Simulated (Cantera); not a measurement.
A Cantera script and its output.

```python
import numpy as np
import cantera as ct

gas = ct.Solution("gri30.yaml")
gas.TPX = 598, 100000, {'CO': 1, 'H2': 0.19, 'CH4': 0.67, 'O2': 1.94, 'N2': 8.13}
flame = ct.FreeFlame(gas, width=0.04)
flame.set_refine_criteria(ratio=3, slope=0.08, curve=0.16)
flame.transport_model = "mixture-averaged"
flame.solve(loglevel=0, auto=True)
z, T = flame.grid, flame.T
thick = (T[-1] - T[0]) / np.gradient(T, z).max()
show = ['CO', 'H2', 'CH4', 'H2O2', 'H', 'O']
print(f"laminar burning velocity  {flame.velocity[0] * 100:.3f} cm/s")
print(f"burnt temperature         {T[-1]:.1f} K")
print(f"thermal thickness         {thick * 1e3:.4f} mm")
print(f"grid points               {len(z)}")
z0 = z[flame.heat_release_rate.argmax()]
print(f"{'z/mm':>9s}{'T/K':>9s}{'u/(m/s)':>9s}" + "".join(f"{s:>11s}" for s in show))
rows = []
for k in (-3, -2, -1.5, -1, -0.5, -0.25, 0, 0.25, 0.5, 1, 2, 4, 8):
    zz = z0 + k * thick
    rows.append([k * thick, np.interp(zz, z, T), np.interp(zz, z, flame.velocity),
                 *(np.interp(zz, z, flame.X[gas.species_index(s)]) for s in show)])
    print(f"{rows[-1][0] * 1e3:9.3f}{rows[-1][1]:9.1f}{rows[-1][2]:9.3f}" + "".join(f"{x:11.3e}" for x in rows[-1][3:]))
```

It prints:

```
laminar burning velocity  156.877 cm/s
burnt temperature         2355.5 K
thermal thickness         0.3426 mm
grid points               158
     z/mm      T/K  u/(m/s)         CO         H2        CH4       H2O2          H          O
   -1.028    598.0    1.569  8.382e-02  1.600e-02  5.616e-02  2.411e-09  1.140e-12  1.546e-11
   -0.685    598.2    1.570  8.380e-02  1.618e-02  5.613e-02  3.685e-08  1.072e-10  7.300e-10
   -0.514    599.4    1.573  8.377e-02  1.646e-02  5.607e-02  2.303e-07  4.109e-09  8.254e-09
   -0.343    612.9    1.610  8.372e-02  1.716e-02  5.549e-02  2.598e-06  7.504e-07  2.078e-07
   -0.171    816.4    2.156  8.502e-02  1.891e-02  4.714e-02  1.277e-05  1.624e-04  1.906e-05
   -0.086   1167.6    3.101  8.997e-02  2.000e-02  3.026e-02  9.282e-06  1.148e-03  2.131e-04
    0.000   1570.4    4.186  9.509e-02  1.858e-02  8.190e-03  1.332e-06  4.498e-03  1.630e-03
    0.086   1752.6    4.656  8.494e-02  1.351e-02  6.310e-04  5.182e-07  8.796e-03  5.158e-03
    0.171   1816.1    4.794  7.034e-02  1.114e-02  2.351e-05  4.406e-07  1.100e-02  6.970e-03
    0.343   1891.8    4.949  5.445e-02  1.100e-02  5.884e-08  3.374e-07  1.140e-02  7.064e-03
    0.685   1982.0    5.146  4.544e-02  1.062e-02  5.816e-12  2.355e-07  9.280e-03  5.912e-03
    1.370   2081.7    5.370  4.051e-02  9.081e-03  2.790e-16  1.587e-07  6.090e-03  4.245e-03
    2.741   2176.5    5.578  3.497e-02  7.238e-03  1.007e-16  1.106e-07  3.591e-03  2.754e-03
```

Model: GRI-Mech 3.0 (53 species, 325 reactions), integrated in Cantera. Burning velocities carry a grid error of a few per cent, more on coarse grids.
